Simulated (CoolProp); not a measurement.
Computed with CoolProp (reference Helmholtz-energy equation of state, Thol 2014).

Task: For diethyl ether, give the phase and the density (kg/m³), cp (kJ/(kg K)), isothermal compressibility (1/MPa), expansivity (1/kK) at 94.45 °C and 0.558 MPa; 94.45 °C and 2.79 MPa; 94.45 °C and 3.9 MPa.

Result: 
- 94.45 °C and 0.558 MPa: gas; density 15.8, cp 2.12, isothermal compressibility 2.15, expansivity 4.84
- 94.45 °C and 2.79 MPa: liquid; density 624, cp 2.60, isothermal compressibility 0.00461, expansivity 2.29
- 94.45 °C and 3.9 MPa: liquid; density 628, cp 2.59, isothermal compressibility 0.00435, expansivity 2.22
